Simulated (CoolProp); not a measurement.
Properties of fluorine along the isotherm -111.15 °C.

The numbers come from the reference Helmholtz-energy equation of state, de Reuck 1990 in CoolProp.

```csv
p (bar),phase,density (kg/m³),Joule-Thomson coefficient (K/MPa),isothermal compressibility (1/MPa)
0.249,gas,0.7032,6.336,40.20
0.51,gas,1.442,6.336,19.65
1.05,gas,2.976,6.336,9.568
2.15,gas,6.122,6.335,4.696
4.42,gas,12.72,6.334,2.308
9.08,gas,26.70,6.329,1.150
18.6,gas,57.46,6.301,0.5925
38.3,gas,133.8,6.108,0.3320
78.6,supercritical,413.5,4.281,0.2606
```
